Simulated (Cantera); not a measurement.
## Hydrocarbon pyrolysis for carbon deposition

An isothermal, constant-pressure homogeneous reactor starts with C₂H₄ : H₂ = 1 : 8.8 (molar parts), at 1275 K and 20.0 Torr.

Detailed kinetics in Cantera: GRI-Mech 3.0 (53 species, 325 reactions). GRI-Mech 3.0 was tuned for natural gas; its chemistry of ethylene as a main component is partial and can be far from experiment. GRI-Mech 3.0 stops at C3 and has no aromatics, soot or wall deposition, so with more carbon than oxygen in the feed, carbon stays in small species such as C2H2 where larger ones or solid carbon would form. Radical loss at walls, strong at low pressure, is not modelled.

```json
[
 {"t (s)": "0.000200", "x C₂H₄": "0.102", "x H₂": "0.898", "x CH₃": "<1e-12", "x CH₄": "<1e-12", "x C₂H₆": "1.67e-11"},
 {"t (s)": "0.000743", "x C₂H₄": "0.102", "x H₂": "0.898", "x CH₃": "<1e-12", "x CH₄": "<1e-12", "x C₂H₆": "1.09e-10"},
 {"t (s)": "0.00276", "x C₂H₄": "0.102", "x H₂": "0.898", "x CH₃": "<1e-12", "x CH₄": "2.91e-12", "x C₂H₆": "8.70e-10"},
 {"t (s)": "0.0102", "x C₂H₄": "0.102", "x H₂": "0.898", "x CH₃": "2.71e-12", "x CH₄": "1.13e-10", "x C₂H₆": "9.43e-9"},
 {"t (s)": "0.0381", "x C₂H₄": "0.102", "x H₂": "0.898", "x CH₃": "3.58e-11", "x CH₄": "5.29e-9", "x C₂H₆": "1.23e-7"},
 {"t (s)": "0.141", "x C₂H₄": "0.102", "x H₂": "0.898", "x CH₃": "7.95e-10", "x CH₄": "3.56e-7", "x C₂H₆": "2.57e-6"},
 {"t (s)": "0.525", "x C₂H₄": "0.0934", "x H₂": "0.899", "x CH₃": "8.70e-8", "x CH₄": "0.000120", "x C₂H₆": "0.000103"},
 {"t (s)": "1.95", "x C₂H₄": "0.0528", "x H₂": "0.902", "x CH₃": "2.76e-7", "x CH₄": "0.00107", "x C₂H₆": "6.94e-5"},
 {"t (s)": "7.25", "x C₂H₄": "0.0125", "x H₂": "0.905", "x CH₃": "5.00e-7", "x CH₄": "0.00232", "x C₂H₆": "1.62e-5"},
 {"t (s)": "26.9", "x C₂H₄": "0.00794", "x H₂": "0.904", "x CH₃": "8.02e-7", "x CH₄": "0.00387", "x C₂H₆": "1.01e-5"},
 {"t (s)": "100", "x C₂H₄": "0.00774", "x H₂": "0.901", "x CH₃": "1.76e-6", "x CH₄": "0.00896", "x C₂H₆": "9.79e-6"}
]
```
x: mole fraction; the columns are a selection and need not sum to one.

Equilibrium at this temperature and pressure: C₂H₄ 0.00524, H₂ 0.862, CH₃ 7.19e-6, CH₄ 0.0754, C₂H₆ 7.85e-6 (gas phase only).
